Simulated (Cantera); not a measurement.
A perfectly stirred reactor is fed with CH4 : H2O : H2 : N2 = 1 : 1.8 : 0.79 : 0.14 (molar parts), at 3750 Torr; it is held at 1775 K, and followed from long to short residence time.

Cantera simulation using GRI-Mech 3.0 (53 species, 325 reactions); the numbers are that mechanism's predictions, not measurements.

Question: Predict: x(CH4) at τ = 1.20 s; x(H2O) at τ = 1.20 s; x(H2) at τ = 1.20 s; x(C2H6) at τ = 1.20 s; x(CO) at τ = 1.20 s; x(CH4) at τ = 43.0 ms; x(H2O) at τ = 43.0 ms; x(H2) at τ = 43.0 ms; x(C2H6) at τ = 43.0 ms; x(CO) at τ = 43.0 ms.

Answer: 
| Item | Result |
|---|---|
| x(CH4) at τ = 1.20 s | 0.0196 |
| x(H2O) at τ = 1.20 s | 0.174 |
| x(H2) at τ = 1.20 s | 0.624 |
| x(C2H6) at τ = 1.20 s | 4.39e-6 |
| x(CO) at τ = 1.20 s | 0.137 |
| x(CH4) at τ = 43.0 ms | 0.0584 |
| x(H2O) at τ = 43.0 ms | 0.321 |
| x(H2) at τ = 43.0 ms | 0.486 |
| x(C2H6) at τ = 43.0 ms | 3.91e-5 |
| x(CO) at τ = 43.0 ms | 0.0471 |
